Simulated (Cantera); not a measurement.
Cantera run:

```python
import numpy as np
import cantera as ct

gas_names = """
    H HNO HNO2 HNO3 HO2 H2 H2O H2O2 N NH NH2 NH3 NH2OH NO NO2 NO3 N2 N2H2 N2H4 N2O O OH O2 O3 Si SiH
    SiH2 SiH3 SiH4 SiN SiO SiO2 Si2 Si2N Si3
""".split()
cond_names = """
    H2O(s) H2O(L) Si(cr) Si(L) SiO2(Lqz) SiO2(hqz) SiO2(L) Si2N2O(s) Si3N4(a)
""".split()


def load(file, names, dense=False):
    # The tables refer to 1 bar. Condensed volumes are neglected.
    table = {s.name: s for s in ct.Species.list_from_file(file)}
    out = []
    for n in names:
        d = dict(table[n].input_data)
        d["thermo"] = dict(d["thermo"], **{"reference-pressure": 1e5})
        if dense:
            d["equation-of-state"] = {"model": "constant-volume", "density": "1e6 g/cm^3"}
        out.append(ct.Species.from_dict(d))
    return out


gas = ct.Solution(thermo="ideal-gas", species=load("nasa_gas.yaml", gas_names))
cond = {s.name: ct.Solution(thermo="fixed-stoichiometry", species=[s], name=s.name)
        for s in load("nasa_condensed.yaml", cond_names, dense=True)}
atoms = {
    'Si3N4': {'Si': 3, 'N': 4},
    'N2O': {'N': 2, 'O': 1},
    'H2': {'H': 2},
}
top_T = {'Si2N2O(s)': 2100, 'Si3N4(a)': 2400}  # K; cautious upper limits of use, not melting points


def equilibrate(T, P, feed):
    n = {}
    for name, mol in feed.items():
        for a, k in atoms[name].items():
            n[a] = n.get(a, 0.0) + k * mol
    gas.TPX = T, P, n
    mass = sum(n.values()) * gas.mean_molecular_weight
    gas.equilibrate("TP")
    valid = [c for c in cond.values() if c.min_temp <= T <= top_T.get(c.name, c.max_temp)]
    mix = ct.Mixture([(gas, mass / gas.mean_molecular_weight)] + [(c, 0.0) for c in valid])
    mix.T, mix.P = T, P
    mix.equilibrate("TP", solver="vcs", rtol=1e-11, max_steps=5000)
    return mix


results = []
T = 2148.15  # K
P = 1000  # Pa
for m in [3.7, 8.2, 18, 40, 89, 200, 440, 970]:
    feed = {'Si3N4': 1, 'N2O': 0.042, 'H2': m}  # mol
    mix = equilibrate(T, P, feed)
    results.append((T, P, feed, dict(zip(mix.species_names, mix.species_moles))))

top = {s: max(r[3][s] / sum(r[3][g] for g in gas_names) for r in results) for s in gas_names}
cols = sorted((s for s in top if top[s] > 1e-06), key=lambda s: -top[s])[:6]
seen = [c for c in cond_names if any(r[3].get(c, 0) > 1e-12 for r in results)]
print("log10 of partial pressures in bar; condensed amounts in mol")
print(f"{'n(H2)':>10s}" + "".join(f"{s[:9]:>10s}" for s in cols + seen))
for T, P, feed, n in results:
    ng = sum(n[g] for g in gas_names)
    print(f"{feed['H2']:10.4g}" + "".join(f"{np.log10(max(n[s] / ng * P / 1e5, 1e-99)):10.3f}" for s in cols)
          + "".join(f"{n.get(c, 0):10.4g}" for c in seen))
```

Output:

```
log10 of partial pressures in bar; condensed amounts in mol
     n(H2)        H2        N2         H        Si       SiO       SiH     Si(L)
       3.7    -2.223    -2.470    -3.491    -3.657    -4.156    -5.078      2.81
       8.2    -2.127    -2.721    -3.443    -3.657    -4.407    -5.030     2.695
        18    -2.076    -3.012    -3.418    -3.657    -4.698    -5.004     2.445
        40    -2.051    -3.334    -3.405    -3.657    -5.020    -4.992     1.886
        89    -2.039    -3.670    -3.399    -3.657    -5.355    -4.986    0.6453
       200    -2.029    -4.011    -3.394    -3.884    -5.697    -5.207         0
       440    -2.023    -4.348    -3.391    -4.215    -6.034    -5.536         0
       970    -2.020    -4.688    -3.390    -4.553    -6.375    -5.873         0
```

Equilibrium computed with Cantera from the NASA thermochemical tables; the gas is ideal and each condensed phase is pure. The tables' values for SiN are old estimates; treat these amounts as uncertain. Gases not in the tables: Si2H6 and higher silanes.
